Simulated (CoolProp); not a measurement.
A simple Rankine cycle with water: condensing at 317.15 K, boiler at 12.4 MPa, turbine inlet 750.5 K, turbine efficiency 0.8, pump efficiency 0.8, no recuperator. Each further row changes one setting.

Model: reference Helmholtz-energy equation of state, Wagner 2002, in CoolProp.

| case | thermal efficiency (%) | net work (kJ/kg) | heat in (kJ/kg) | turbine exit temperature (K) | volume ratio over the turbine |
|---|---|---|---|---|---|
| as stated | 32.5 | ? | 3080 | 317.2 | 563 |
| turbine inlet 770.5 K | 32.7 | ? | 3140 | 317.2 | 548 |
| condensing temperature 309.15 K | 33.3 | ? | 3120 | 309.2 | 833 |
| boiler pressure 8.68 MPa | ? | 992 | 3140 | 317.2 | 390 |
| turbine efficiency 0.7 | 28.3 | 874 | 3080 | 317.2 | ? |

Task: Fill in the missing entries.

Result: 
- as stated, net work (kJ/kg): 1000
- turbine inlet 770.5 K, net work (kJ/kg): 1030
- condensing temperature 309.15 K, net work (kJ/kg): 1040
- boiler pressure 8.68 MPa, thermal efficiency (%): 31.6
- turbine efficiency 0.7, volume ratio over the turbine: 597

The expansion ends wet for: as stated; turbine inlet 770.5 K; condensing temperature 309.15 K; boiler pressure 8.68 MPa; turbine efficiency 0.7.
